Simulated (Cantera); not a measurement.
Charge: 1 mol Si2H6, 24 mol CO2, 59 mol N2, a varied amount of O3, equilibrated at 1150 K and 960 Pa.

Method: chemical equilibrium by Gibbs-energy minimisation in Cantera with the NASA 1993 tables (ideal gas, pure condensed phases). Candidate condensed phases: C, C6H6, C7H8, C8H18, H2O, Si, SiC, SiO2, Si2N2O, Si3N4; 151 gas species. The feed counts by its element totals alone. The tables hold silica as quartz up to 1696 K and as liquid above; real silica turns to tridymite and cristobalite and melts near 1996 K. Kinetics and transport are ignored.

log p: log10 of the partial pressure in bar; n: condensed amount in mol.

```tsv
n(O3) (mol)	log p N2	log p CO2	log p CO	log p H2O	log p H2	n SiO2(β-quartz)
0.21	-2.18	-2.69	-3.19	-3.58	-4.15	2.00
0.3	-2.18	-2.69	-3.21	-3.57	-4.17	2.00
0.42	-2.18	-2.68	-3.24	-3.57	-4.20	2.00
0.6	-2.18	-2.67	-3.28	-3.56	-4.25	2.00
0.86	-2.18	-2.65	-3.35	-3.54	___	2.00
1.2	-2.18	-2.63	-3.47	-3.53	___	2.00
1.7	-2.18	-2.60	-3.72	-3.50	___	2.00
2.5	-2.18	-2.57	-8.59	-3.48	___	2.00
```

Complete the blanks.


- 0.86, log p H2: -4.32
- 1.2, log p H2: -4.43
- 1.7, log p H2: -4.69
- 2.5, log p H2: -9.56
